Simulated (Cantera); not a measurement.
Charge: 1 mol SiCl4, 170 mol H2, at 2600 K and 48.0 mbar.

Cantera equilibrium calculation (NASA polynomials, part measured and part estimated; ideal gas, pure solids and liquids). Candidate condensed phases: Si; 19 gas species. The tables' values for SiCl are old estimates; treat these amounts as uncertain. Gases not in the tables: Si2H6 and higher silanes. Equilibrium is a limit: real reactors are often held back by kinetics, nucleation or transport.

Base state: H2 0.815, H 0.158, HCl 0.0186, Si 0.00497, Cl 0.00253, SiH 0.000224, SiCl 7.17e-5, SiH2 2.89e-5 (mole fractions); condensed: gas only.

Task: What changes in the equilibrium state with this change: SiCl4 replaced by Si(CH3)4?

Result: 
```tsv
species	before	after
H2	0.815	0.826
H	0.158	0.159
C2H2 (acetylene)	0	0.00914
HCl	0.0186	0
Si	0.00497	0.00398
Cl	0.00253	0
SiC2	0	0.000928
```
Further candidate phases: C, C6H6, C7H8, C8H18, SiC.

Task: What changes in the equilibrium state with this change: temperature from 2600 K to 1498 K?

Result: 
| species | before | after |
|---|---|---|
| H2 | 0.815 | 0.978 |
| HCl | 0.0186 | 0.0204 |
| SiCl2 | 1.42e-5 | 0.00137 |
| H | 0.158 | 7.76e-5 |
| Si | 0.00497 | 2.09e-7 |
| SiCl3 | 2.97e-9 | 1.57e-5 |
| Cl | 0.00253 | 1.31e-6 |
| SiH | 0.000224 | 1.47e-7 |
| SiCl | 7.17e-5 | 7.03e-7 |
| SiH2 | 2.89e-5 | 1.43e-6 |
| Si(s), mol | 0 | 0.760 |
The tables' values for SiCl3 are old estimates; treat these amounts as uncertain.
